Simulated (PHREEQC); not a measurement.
3.4 g of hydrous ferric oxide (600 m²/g; 0.2 weak and 0.005 strong sites per Fe, Dzombak-Morel constants, diffuse double layer) in 1 kg of water with 0.005 mol/kgw of an inert sodium salt, at 25 °C; the pH is set by adding NaOH or the inert anion's acid. O2 is buffered at 0.21 atm. No CO2 enters from the air. Precipitation was switched off in this run.

The numbers come from PHREEQC with the ion-association model, wateq4f.dat.

Task: Predict surface charge σ (C/m²), surface potential ψ (mV) at pH = 6.25, 6.62.

Result: 
```
pH    surface charge σ (C/m²)  surface potential ψ (mV)
----  -----------------------  ------------------------
6.25                    0.030                       101
6.62                    0.020                        82
```

Complexes and solids missing from the database can't appear.
